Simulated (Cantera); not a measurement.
A Cantera script and its output.

```python
import numpy as np
import cantera as ct

gas = ct.Solution("gri30.yaml")
gas.TPX = 1025, 73000, {'CH4': 1, 'O2': 1.43, 'N2': 5.37, 'H2O': 0.19}
reactor = ct.IdealGasConstPressureReactor(gas, energy="on", clone=False)
net = ct.ReactorNet([reactor])
net.rtol, net.atol = 1e-08, 1e-16
show = ['CH4', 'O2', 'H2O', 'C2H', 'H2O2', 'C2H6']
times = np.geomspace(3e-06, 3, 13)

steps = ct.SolutionArray(gas, extra=["t"])
rows = []
print(f"{'t/s':>10s}{'T/K':>9s}{'P/Pa':>11s}" + "".join(f"{s:>11s}" for s in show))
for t in times:
    while net.time < t:
        t_next = net.step()
        steps.append(gas.state, t=t_next)
    rows.append([np.interp(t, steps.t, y) for y in (steps.T, steps.P, *steps(*show).X.T)])
    print(f"{t:10.3e}{rows[-1][0]:9.1f}{rows[-1][1]:11.4g}" + "".join(f"{x:11.3e}" for x in rows[-1][2:]))
rate = np.gradient(steps.T, steps.t)
print("integrator steps:", len(steps.t))
if steps.T.max() > steps.T[0] + 200:
    print(f"time of steepest temperature rise: {steps.t[rate.argmax()]:.4e} s")
gas.TPX = 1025, 73000, {'CH4': 1, 'O2': 1.43, 'N2': 5.37, 'H2O': 0.19}
gas.equilibrate("HP")
print(f"equilibrium (HP): T = {gas.T:.1f} K  " + "  ".join(f"{s} {gas[s].X[0]:.3e}" for s in show))
```

It prints:

```
       t/s      T/K       P/Pa        CH4         O2        H2O        C2H       H2O2       C2H6
 3.000e-06   1025.0    7.3e+04  1.252e-01  1.790e-01  2.378e-02  9.190e-49  6.161e-15  1.602e-19
 9.487e-06   1025.0    7.3e+04  1.252e-01  1.790e-01  2.378e-02  3.986e-46  6.124e-14  4.853e-18
 3.000e-05   1025.0    7.3e+04  1.252e-01  1.790e-01  2.378e-02  2.157e-43  6.109e-13  1.511e-16
 9.487e-05   1025.0    7.3e+04  1.252e-01  1.790e-01  2.378e-02  1.015e-40  6.112e-12  4.948e-15
 3.000e-04   1025.0    7.3e+04  1.252e-01  1.790e-01  2.378e-02  3.623e-38  5.972e-11  1.552e-13
 9.487e-04   1025.0    7.3e+04  1.252e-01  1.790e-01  2.378e-02  1.666e-35  5.663e-10  5.272e-12
 3.000e-03   1025.0    7.3e+04  1.252e-01  1.790e-01  2.378e-02  1.185e-32  4.746e-09  2.039e-10
 9.487e-03   1025.0    7.3e+04  1.252e-01  1.790e-01  2.378e-02  2.756e-29  2.731e-08  1.209e-08
 3.000e-02   1025.0    7.3e+04  1.252e-01  1.790e-01  2.378e-02  4.024e-26  5.117e-08  5.283e-07
 9.487e-02   1025.1    7.3e+04  1.251e-01  1.790e-01  2.380e-02  2.349e-24  7.673e-08  3.709e-06
 3.000e-01   1025.6    7.3e+04  1.250e-01  1.789e-01  2.387e-02  1.754e-22  2.055e-07  2.152e-05
 9.487e-01   1034.7    7.3e+04  1.234e-01  1.776e-01  2.528e-02  8.024e-19  2.536e-06  3.007e-04
 3.000e+00   2444.7    7.3e+04  1.589e-13  3.107e-04  1.919e-01  5.787e-19  1.804e-08  1.414e-26
integrator steps: 2786
time of steepest temperature rise: 1.2285e+00 s
equilibrium (HP): T = 2444.7 K  CH4 1.841e-13  O2 3.107e-04  H2O 1.919e-01  C2H 6.309e-19  H2O2 1.804e-08  C2H6 1.809e-26
```

Detailed kinetics in Cantera: GRI-Mech 3.0 (53 species, 325 reactions).
